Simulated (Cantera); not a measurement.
Feed: 1 mol B, 0.066 mol H2O, 4.8 mol N2, held at 30.0 Pa.

These are equilibrium values from Cantera (NASA tables, ideal gas, pure condensed phases), not measurements of a reactor. Candidate condensed phases: B, BN, B2O3, B3O3H3, H2O; 39 gas species. Rates play no part. All values below are at 1352 °C.

Base state: N2 0.977, H2 0.0132, B2O2 0.00297, HBO 0.00268, BO 0.00209, B2O3 0.00130, H 0.000469, HBO2 0.000141 (mole fractions); condensed: BN(s).

**Question.** What changes in the equilibrium state with this change: N2 from 4.8 to 81 mol?

**Answer.** 
```json
[
 {"species": "N2", "before": "0.977", "after": "0.999"},
 {"species": "H2", "before": "0.0132", "after": "0.000702"},
 {"species": "BO", "before": "0.00209", "after": "0.000420"},
 {"species": "B2O2", "before": "0.00297", "after": "0.000120"},
 {"species": "B2O3", "before": "0.00130", "after": "1.07e-5"},
 {"species": "HBO2", "before": "0.000141", "after": "1.33e-6"},
 {"species": "HBO", "before": "0.00268", "after": "0.000124"},
 {"species": "H", "before": "0.000469", "after": "0.000108"},
 {"species": "BN(s), mol", "before": "0.940", "after": "0.935"}
]
```
